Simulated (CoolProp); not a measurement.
Vapour-liquid equilibrium of propane (1) + R114 (2) at 305.4 K; x and y are mole fractions of (1).

Values from CoolProp's multi-fluid Helmholtz-energy mixture model, Lemmon 2009 and Platzer 1990; pair parameters Bell 2016. This equation is an older, rougher fit; its heat capacities, sound speeds and derivatives of the liquid may be far off and weren't checked against measurements.

```tsv
x	bubble pressure, mixture model (MPa)	bubble pressure, Raoult's law (MPa)	y, mixture model	y, Raoult's law
0.05	0.3278	0.3125	0.204	0.182
0.2	0.4864	0.4432	0.518	0.514
0.35	0.6238	0.5738	0.672	0.695
0.5	0.7475	0.7045	0.770	0.809
0.65	0.8641	0.8351	0.846	0.887
0.8	0.9797	0.9658	0.913	0.944
0.95	1.099	1.096	0.978	0.988
```

The largest gap from Raoult's law is +9.7 % in bubble pressure, at x = 0.2. No azeotrope shows between x = 0.05 and 0.95.

Pair parameters are fitted to limited data, so mixtures are less certain than the pure fluids.
